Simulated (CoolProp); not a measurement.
R507A at 273.34 K and 0.149 MPa is throttled through a valve to 0.092 MPa with no heat exchange. Each further row changes one setting.

Values from CoolProp's reference Helmholtz-energy equation of state, Lemmon 2003. It is a pseudo-pure fit of the blend.

```
case                        temperature change (K)  final density (kg/m³)
--------------------------  ----------------------  ---------------------
as stated                                        …                      …
outlet pressure 0.0276 MPa                       …                      …
outlet pressure 0.12 MPa                         …                   5.38
```

Task: What belongs in the gaps?

Result: 
- as stated, temperature change (K): -1.3
- as stated, final density (kg/m³): 4.11
- outlet pressure 0.0276 MPa, temperature change (K): -2.9
- outlet pressure 0.0276 MPa, final density (kg/m³): 1.22
- outlet pressure 0.12 MPa, temperature change (K): -0.7
